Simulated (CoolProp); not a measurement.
Vapour-liquid equilibrium of propane (1) + R134a (2) at 293.9 K; x and y are mole fractions of (1).

Computed with CoolProp (multi-fluid Helmholtz-energy mixture model, Lemmon 2009 and Tillner-Roth 1994; pair parameters Bell 2016).

### Question
Give the bubble pressure and the first vapour's composition at x = 0.425, 0.725, 0.8. Is there an azeotrope?

### Answer
x = 0.425: 1.037 MPa, y = 0.549; x = 0.725: 1.055 MPa, y = 0.673; x = 0.8: 1.035 MPa, y = 0.722. y crosses x between x = 0.575 and 0.65: the model has an azeotrope there.

The pair parameters rest on a limited set of measurements; away from them the model extrapolates.
